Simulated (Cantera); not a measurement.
Roasting and sulfation: FeS2 + SO2 + N2 + H2S

Charge: 1 mol FeS2, 0.094 mol SO2, 1.1 mol N2, 0.058 mol H2S, equilibrated at 2.90 bar.

Method: chemical equilibrium by Gibbs-energy minimisation in Cantera with the NASA 1993 tables (ideal gas, pure condensed phases). Candidate condensed phases: Fe, FeO, Fe(OH)2, Fe(OH)3, FeS, FeSO4, FeS2, Fe2O3, Fe2(SO4)3, Fe3O4, H2O, H2SO4, S; 38 gas species. FeS: taken at fixed stoichiometry. Gases not in the tables: S3 to S7. Rates play no part.

From 502 °C to 602 °C the condensed part is FeS2(s). At 702 °C the condensed part is FeS(s) + FeS2(s). From 802 °C to 1102 °C the condensed part is FeS(s). From 1202 °C to 1502 °C the condensed part is FeS(l).

| T (°C) | x N2 | x S2 | x SO2 | x H2O | x H2S | x H2 | x S2O | n FeS2(s) | n FeS(s) | n FeS(l) |
|---|---|---|---|---|---|---|---|---|---|---|
| 502 | 0.878 | 0.0166 | 0.0558 | 0.0375 | 0.00881 | 1.30e-5 | 0.000952 | 1.00 | 0 | 0 |
| 602 | 0.871 | 0.0271 | 0.0551 | 0.0374 | 0.00844 | 4.75e-5 | 0.00127 | 1.00 | 0 | 0 |
| 702 | 0.829 | 0.0711 | 0.0534 | 0.0325 | 0.0111 | 0.000136 | 0.00245 | 0.871 | 0.129 | 0 |
| 802 | 0.626 | 0.293 | 0.0417 | 0.0176 | 0.0151 | 0.000257 | 0.00599 | 0 | 1.00 | 0 |
| 902 | 0.626 | 0.295 | 0.0410 | 0.0191 | 0.0134 | 0.000535 | 0.00575 | 0 | 1.00 | 0 |
| 1002 | 0.625 | 0.295 | 0.0405 | 0.0201 | 0.0119 | 0.000980 | 0.00556 | 0 | 1.00 | 0 |
| 1102 | 0.625 | 0.296 | 0.0402 | 0.0206 | 0.0106 | 0.00162 | 0.00540 | 0 | 1.00 | 0 |
| 1202 | 0.624 | 0.296 | 0.0399 | 0.0208 | 0.00945 | 0.00248 | 0.00526 | 0 | 0 | 1.00 |
| 1302 | 0.624 | 0.296 | 0.0397 | 0.0206 | 0.00842 | 0.00353 | 0.00514 | 0 | 0 | 1.00 |
| 1402 | 0.623 | 0.296 | 0.0394 | 0.0201 | 0.00748 | 0.00475 | 0.00502 | 0 | 0 | 1.00 |
| 1502 | 0.623 | 0.295 | 0.0390 | 0.0192 | 0.00663 | 0.00608 | 0.00490 | 0 | 0 | 1.000 |
x: gas mole fraction; n: condensed amount in mol.
